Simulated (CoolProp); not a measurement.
R1234yf along the isobar 14.1 MPa: Z from the reference equation and from simpler models built on Tc = 94.7 °C, pc = 3.384 MPa, ω = 0.276; each cubic takes its own stable root.

Computed with CoolProp (reference Helmholtz-energy equation of state, Lemmon 2022).

| T (°C) | phase | reference | van der Waals | Soave-Redlich-Kwong |
|---|---|---|---|---|
| -116.65 | liquid | 0.8213 | 1.390 | 0.9383 |
| -105.95 | liquid | 0.7819 | 1.315 | 0.8880 |
| -95.15 | liquid | 0.7473 | 1.248 | 0.8440 |
| -84.35 | liquid | 0.7169 | 1.190 | 0.8057 |
| -73.65 | liquid | 0.6904 | 1.138 | 0.7726 |
| -62.85 | liquid | 0.6669 | 1.093 | 0.7433 |
| -52.15 | liquid | 0.6462 | 1.052 | 0.7179 |
| -41.35 | liquid | 0.6279 | 1.015 | 0.6955 |
| -30.55 | liquid | 0.6117 | 0.9824 | 0.6760 |
| -19.85 | liquid | 0.5976 | 0.9531 | 0.6593 |
| -9.05 | liquid | 0.5852 | 0.9265 | 0.6447 |
